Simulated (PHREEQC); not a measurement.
## Hard or scaling water: an equilibrium model

Make-up at 71 °C: 0.019 mol MgCl2, 0.00033 mol Na2CO3 and 0.0066 mol MgSO4 per kg of water. Closed to the air; pH follows from the charge balance.

Model: ion-association model, phreeqc.dat, run in PHREEQC.

Each row changes one thing in this solution. No solid was allowed to form.

| case | pH | ionic strength (mol/kgw) | Mg+2 (mol/kgw) | MgSO4 (mol/kgw) | SO4-2 (mol/kgw) | MgOH+ (mol/kgw) |
|---|---|---|---|---|---|---|
| as made | 8.24 | 0.0651 | 0.0207 | 0.00456 | 0.00204 | 0.000247 |
| temperature from 71 to 50 °C | 8.77 | 0.0673 | 0.0213 | 0.00403 | 0.00257 | ? |
| MgCl2 from 0.019 to 0.0019 mol/kgw | 8.64 | 0.0188 | 0.00491 | 0.00335 | 0.00325 | 0.000189 |
| Na2CO3 left out | 5.98 | 0.0651 | 0.0210 | 0.00458 | 0.00202 | 1.38e-6 |
| 0.016 mol/kgw Fe(NO3)3 added | 2.15 | ? | 0.0238 | ? | ? | 1.97e-10 |

Q: Fill in the missing entries.

A: 
- temperature from 71 to 50 °C, MgOH+ (mol/kgw): 0.000192
- 0.016 mol/kgw Fe(NO3)3 added, ionic strength (mol/kgw): 0.136
- 0.016 mol/kgw Fe(NO3)3 added, MgSO4 (mol/kgw): 0.00182
- 0.016 mol/kgw Fe(NO3)3 added, SO4-2 (mol/kgw): 0.00115

Some of these states are supersaturated (in Hematite (slow to form), Goethite (slow to form), for instance). Constants without temperature data keep their 25 °C values here.
